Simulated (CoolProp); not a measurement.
Computed with CoolProp (reference Helmholtz-energy equation of state, Guder 2009).

For sulfur hexafluoride, give the phase and the Joule-Thomson coefficient (K/MPa), viscosity (µPa s), conductivity (mW/(m K)) at 15.55 °C and 0.101 MPa.


- 15.55 °C and 0.101 MPa: gas; Joule-Thomson coefficient 10.2, viscosity 14.8, conductivity 12.3

Viscosity comes from a separate model (Quiñones-Cisneros 2012). Thermal conductivity comes from a separate model (Assael 2012).
